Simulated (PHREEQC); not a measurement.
1 kg of water holding 26 mmol/kgw NaCl, 12 mmol/kgw Na2SO4 and 34 mmol/kgw MgSO4 is evaporated at 75 °C; the solids stay in contact with the brine. No CO2 enters from the air. Only these solids could form: Bischofite, Bloedite, Brucite, Epsomite, Halite, Hexahydrite, Kieserite, Mirabilite, Thenardite, MgCl2_4H2O.

Model: Pitzer model, pitzer.dat, run in PHREEQC.

```
water left (kg)  ionic strength  water activity  Thenardite (mol)  Mg in solution (mol/kgw)  Cl in solution (mol/kgw)  S in solution (mol/kgw)
---------------  --------------  --------------  ----------------  ------------------------  ------------------------  -----------------------
1                         0.198           0.998                 0                    0.0340                    0.0260                   0.0460
0.8219                    0.241           0.997                 0                    0.0414                    0.0316                   0.0560
0.6755                    0.293           0.997                 0                    0.0503                    0.0385                   0.0681
0.5552                    0.357           0.996                 0                    0.0612                    0.0468                   0.0829
0.4563                    0.434           0.996                 0                    0.0745                    0.0570                    0.101
0.375                     0.528           0.995                 0                    0.0907                    0.0693                    0.123
0.2533                    0.782           0.992                 0                     0.134                     0.103                    0.182
0.2082                    0.951           0.991                 0                     0.163                     0.125                    0.221
0.1711                     1.16           0.989                 0                     0.199                     0.152                    0.269
0.1407                     1.41           0.986                 0                     0.242                     0.185                    0.327
0.1156                     1.71           0.983                 0                     0.294                     0.225                    0.398
0.09502                    2.08           0.980                 0                     0.358                     0.274                    0.484
0.07809                    2.54           0.975                 0                     0.435                     0.333                    0.589
0.06418                    3.09           0.970                 0                     0.530                     0.405                    0.717
0.05275                    3.75           0.963                 0                     0.644                     0.493                    0.872
0.04335                    4.57           0.954                 0                     0.784                     0.600                     1.06
0.0293                     6.76           0.926                 0                      1.16                     0.887                     1.57
0.02407                    8.22           0.906                 0                      1.41                      1.08                     1.91
0.01979                    10.0           0.879                 0                      1.72                      1.31                     2.32
0.01627                    12.2           0.843                 0                      2.09                      1.60                     2.83
0.01337                    14.8           0.798                 0                      2.54                      1.94                     3.44
0.01099                    16.5           0.762           0.00549                      3.09                      2.37                     3.68
```

Thenardite from water left = 0.01099 kg.

Species that the database lacks are ignored. Constants without temperature data keep their 25 °C values here.
